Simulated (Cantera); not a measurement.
A perfectly stirred reactor is fed with C2H6 : N2 = 1 : 1.1 (molar parts), at 47.0 Pa; it is held at 1798 K, and followed from long to short residence time.

Cantera simulation using GRI-Mech 3.0 (53 species, 325 reactions); the numbers are that mechanism's predictions, not measurements. GRI-Mech 3.0 stops at C3 and has no aromatics, soot or wall deposition, so with more carbon than oxygen in the feed, carbon stays in small species such as C2H2 where larger ones or solid carbon would form. Radical loss at walls, strong at low pressure, is not modelled.

### Question
What does this change do: C2H6 1 to 0.53 parts?

### Answer
```json
[
 {"quantity": "x(C2H6) at τ = 20.0 s", "before": "3.43e-5", "after": "3.04e-5"},
 {"quantity": "x(CH3) at τ = 20.0 s", "before": "0.00219", "after": "0.00186"},
 {"quantity": "x(C2H) at τ = 20.0 s", "before": "1.45e-5", "after": "1.26e-5"},
 {"quantity": "x(HCN) at τ = 20.0 s", "before": "8.43e-5", "after": "0.000137"},
 {"quantity": "x(CH2) at τ = 20.0 s", "before": "1.14e-5", "after": "1.14e-5"},
 {"quantity": "x(C2H6) at τ = 46.0 ms", "before": "0.0133", "after": "0.0114"},
 {"quantity": "x(CH3) at τ = 46.0 ms", "before": "0.0491", "after": "0.0410"},
 {"quantity": "x(C2H) at τ = 46.0 ms", "before": "2.08e-5", "after": "1.76e-5"},
 {"quantity": "x(HCN) at τ = 46.0 ms", "before": "2.91e-6", "after": "5.02e-6"},
 {"quantity": "x(CH2) at τ = 46.0 ms", "before": "0.000104", "after": "0.000110"}
]
```

### Question
What does this change do: C2H6 1 to 0.59 parts?

### Answer
```
quantity                  before     after
----------------------  --------  --------
x(C2H6) at τ = 20.0 s    3.43e-5   3.11e-5
x(CH3) at τ = 20.0 s     0.00219   0.00192
x(C2H) at τ = 20.0 s     1.45e-5   1.29e-5
x(HCN) at τ = 20.0 s     8.43e-5  0.000127
x(CH2) at τ = 20.0 s     1.14e-5   1.14e-5
x(C2H6) at τ = 46.0 ms    0.0133    0.0118
x(CH3) at τ = 46.0 ms     0.0491    0.0424
x(C2H) at τ = 46.0 ms    2.08e-5   1.81e-5
x(HCN) at τ = 46.0 ms    2.91e-6   4.60e-6
x(CH2) at τ = 46.0 ms   0.000104  0.000109
```
